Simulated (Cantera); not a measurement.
# Ignition delay

Mixture: CH₄ : O₂ : N₂ = 1 : 2.78 : 16.1 (molar parts), equivalence ratio 0.72, at 10.0 bar, adiabatic and at constant pressure. Ignition delay is the time to a rise of 400 K.

Computed with Cantera and GRI-Mech 3.0 (53 species, 325 reactions).

| T0 (K) | delay (ms) |
|---|---|
| 1248 | 3.41 |
| 1323 | 1.47 |
| 1398 | 0.668 |
| 1473 | 0.317 |
| 1548 | 0.157 |
| 1623 | 0.0813 |
| 1698 | 0.0442 |

```json
{
  "apparent activation energy between 1548 and 1698 K": "180 kJ/mol"
}
```
